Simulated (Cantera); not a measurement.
Charge: 1 mol Cu₂O, 8.2 mol CO, 4.2 mol N₂, held at 1675 °C and 1.00 Torr.

Equilibrium computed with Cantera from the NASA thermochemical tables; the gas is ideal and each condensed phase is pure. Candidate condensed phases: C, Cu, CuO, Cu₂O; 27 gas species. Kinetics and transport are ignored.

Problem. What is the equilibrium state?

Solution. 
```
Item                                        Value
--------------------------------------  ---------
x(CO)                                       0.500
x(N₂)                                       0.292
x(Cu)                                       0.139
x(CO₂)                                     0.0694
x(O)                                      3.91e-5
x(Cu₂)                                    3.38e-5
x(NO)                                     2.82e-5
x(O₂)                                     1.03e-5
x(CuO)                                    1.83e-6
gas amount                              14.40 mol
log10 activity of Cu(l) (absent)            -1.15
log10 activity of C(graphite) (absent)      -6.80
```
